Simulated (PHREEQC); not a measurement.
**Buffer (model solution)**

Make-up at 20 °C: 7.6 mmol/kgw H3PO4, 7.9 mmol/kgw NaOH and 4 mmol/kgw KCl. Closed to the air; pH follows from the charge balance.

Model: ion-association model, wateq4f.dat, run in PHREEQC.

Each row changes one thing in this solution. Precipitation was switched off in this run.

| case | pH | ionic strength (mol/kgw) | H2PO4- (mol/kgw) | HPO4-2 (mol/kgw) | NaHPO4- (mol/kgw) | H3PO4 (mol/kgw) |
|---|---|---|---|---|---|---|
| as made | 5.69 | 0.0122 | 0.00729 | 0.000300 | 2.98e-6 | 1.85e-6 |
| temperature from 20 to 70 °C | 5.57 | 0.0122 | 0.00729 | 0.000303 | 2.88e-6 | 4.05e-6 |
| KCl left out | 5.71 | 0.00820 | 0.00729 | 0.000301 | 3.20e-6 | 1.78e-6 |
| H3PO4 from 0.0076 to 0.076 mol/kgw | 1.79 | 0.0303 | 0.0263 | (withheld) | 1.29e-9 | 0.0497 |
| temperature from 20 to 50 °C | 5.62 | 0.0122 | 0.00729 | 0.000301 | 2.92e-6 | 3.04e-6 |
| 0.002 mol/kgw Ca(OH)2 added | 7.08 | 0.0190 | 0.00327 | 0.00348 | 3.15e-5 | (withheld) |
| NaOH from 0.0079 to 0.0119 mol/kgw | 7.15 | 0.0200 | 0.00330 | 0.00422 | (withheld) | 2.82e-8 |

**Question.** What belongs in the gaps?

**Answer.** 
- H3PO4 from 0.0076 to 0.076 mol/kgw, HPO4-2 (mol/kgw): 1.59e-7
- 0.002 mol/kgw Ca(OH)2 added, H3PO4 (mol/kgw): 3.33e-8
- NaOH from 0.0079 to 0.0119 mol/kgw, NaHPO4- (mol/kgw): 5.69e-5

Some of these states are supersaturated (in Hydroxyapatite, for instance). H3PO4, which wateq4f.dat lacks, is added to it with the constant of phreeqc.dat. Away from 25 °C the constants follow the database's enthalpies or fits; those with neither stay at their 25 °C values.
